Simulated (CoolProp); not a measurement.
A simple Rankine cycle with ethanol: condensing at 321.15 K, boiler at 1.43 MPa, turbine inlet 588.7 K, turbine efficiency 0.65, pump efficiency 0.8, no recuperator. Each further row changes one setting.

The numbers come from the reference Helmholtz-energy equation of state, Schroeder 2014 in CoolProp.

```
case                             thermal efficiency (%)  net work (kJ/kg)  heat in (kJ/kg)  turbine exit temperature (K)  volume ratio over the turbine
-------------------------------  ----------------------  ----------------  ---------------  ----------------------------  -----------------------------
as stated                                             …               226             1390                         475.0                           44.8
turbine inlet 608.7 K                              16.4               236             1440                         494.5                           44.8
condensing temperature 313.15 K                    17.3               245             1410                         465.4                           65.5
boiler pressure 1 MPa                              15.1               211             1400                             …                              …
turbine efficiency 0.55                               …               191             1390                             …                           46.4
```

Q: Some entries are withheld; supply them.

A: 
- as stated, thermal efficiency (%): 16.3
- boiler pressure 1 MPa, turbine exit temperature (K): 485.7
- boiler pressure 1 MPa, volume ratio over the turbine: 31.6
- turbine efficiency 0.55, thermal efficiency (%): 13.7
- turbine efficiency 0.55, turbine exit temperature (K): 492.3
